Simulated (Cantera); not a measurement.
# Thermodynamics of nitride etching, feed AlN + Cl₂ + N₂ + O₂

Feed: 1 mol AlN, 3.1 mol Cl₂, 9.2 mol N₂, 0.55 mol O₂, held at 10.0 mbar.

Equilibrium computed with Cantera from the NASA thermochemical tables; the gas is ideal and each condensed phase is pure. Candidate condensed phases: Al, AlCl₃, AlN, Al₂O₃; 24 gas species. The tables' values for AlCl₂ are old estimates; treat these amounts as uncertain. Kinetics and transport are ignored.

| T (K) | x N₂ | x Cl | x Cl₂ | x AlCl₃ | x O₂ | n Al₂O₃(s) |
|---|---|---|---|---|---|---|
| 1123 | 0.762 | 0.00913 | 0.208 | 0.0210 | 1.59e-7 | 0.367 |
| 1223 | 0.756 | 0.0266 | 0.197 | 0.0208 | 2.57e-6 | 0.367 |
| 1323 | 0.741 | 0.0634 | 0.175 | 0.0204 | 2.36e-5 | 0.366 |
| 1423 | 0.718 | 0.125 | 0.137 | 0.0199 | 0.000120 | 0.365 |
| 1523 | 0.688 | 0.203 | 0.0892 | 0.0194 | 0.000319 | 0.363 |
| 1623 | 0.661 | 0.272 | 0.0469 | 0.0188 | 0.000440 | 0.362 |
| 1723 | 0.645 | 0.315 | 0.0212 | 0.0183 | 0.000370 | 0.362 |
| 1823 | 0.637 | 0.335 | 0.00910 | 0.0179 | 0.000239 | 0.363 |
| 1923 | 0.634 | 0.344 | 0.00401 | 0.0174 | 0.000142 | 0.364 |
x: gas mole fraction; n: condensed amount in mol.

From 1123 K to 1923 K the condensed part is Al₂O₃(s). The main Al-bearing gas is AlCl₃ throughout.
